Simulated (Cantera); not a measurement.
Equilibrium for carbothermic reduction: Fe3O4 + CH4 + N2

Input: 1 mol Fe3O4, 1.8 mol CH4, 1.9 mol N2, held at 750 Torr.

Cantera equilibrium calculation (NASA polynomials, part measured and part estimated; ideal gas, pure solids and liquids). Candidate condensed phases: C, C6H6, C7H8, C8H18, Fe, Fe(CO)5, FeO, Fe(OH)2, Fe(OH)3, Fe2O3, Fe3O4, H2O; 140 gas species. Mutual solubility and eutectic melting of coexisting phases are not modelled. The tables' stoichiometric FeO is somewhat more stable than real wüstite, so its field is too wide. FeO: taken at fixed stoichiometry. Equilibrium is a limit: real reactors are often held back by kinetics, nucleation or transport.

From 1125 K to 1175 K the condensed part is Fe(α) + FeO(s). From 1225 K to 1625 K the condensed part is Fe(γ) + FeO(s). At 1675 K the condensed part is Fe(δ) + FeO(l). The main Fe-bearing gas is Fe(OH)2 throughout.

```tsv
T (K)	x H2	x N2	x CO	x H2O	x CO2	x CH4	x H	x NH3	n Fe(α)	n FeO(s)	n Fe(γ)	n Fe(δ)	n FeO(l)
1125	0.398	0.260	0.202	0.0950	0.0440	0.000249	2.80e-8	3.55e-5	1.81	1.19	0	0	0
1175	0.390	0.260	0.204	0.103	0.0422	7.81e-5	7.66e-8	2.68e-5	1.86	1.14	0	0	0
1225	0.382	0.260	0.206	0.111	0.0407	2.68e-5	1.93e-7	2.06e-5	0	1.09	1.91	0	0
1275	0.375	0.260	0.207	0.118	0.0393	9.98e-6	4.51e-7	1.61e-5	0	1.05	1.95	0	0
1325	0.368	0.260	0.209	0.125	0.0380	4.01e-6	9.92e-7	1.28e-5	0	1.01	1.99	0	0
1375	0.362	0.260	0.210	0.132	0.0369	1.73e-6	2.06e-6	1.04e-5	0	0.971	2.03	0	0
1425	0.356	0.260	0.211	0.137	0.0358	7.90e-7	4.07e-6	8.50e-6	0	0.935	2.06	0	0
1475	0.350	0.260	0.212	0.143	0.0348	3.82e-7	7.68e-6	7.07e-6	0	0.903	2.10	0	0
1525	0.345	0.260	0.213	0.148	0.0339	1.94e-7	1.39e-5	5.95e-6	0	0.872	2.13	0	0
1575	0.340	0.260	0.214	0.153	0.0330	1.03e-7	2.42e-5	5.06e-6	0	0.844	2.16	0	0
1625	0.336	0.260	0.214	0.157	0.0322	5.70e-8	4.09e-5	4.35e-6	0	0.819	2.18	0	0
1675	0.335	0.260	0.216	0.158	0.0308	3.43e-8	6.72e-5	3.82e-6	0	0	0	2.18	0.820
```
x: gas mole fraction; n: condensed amount in mol.
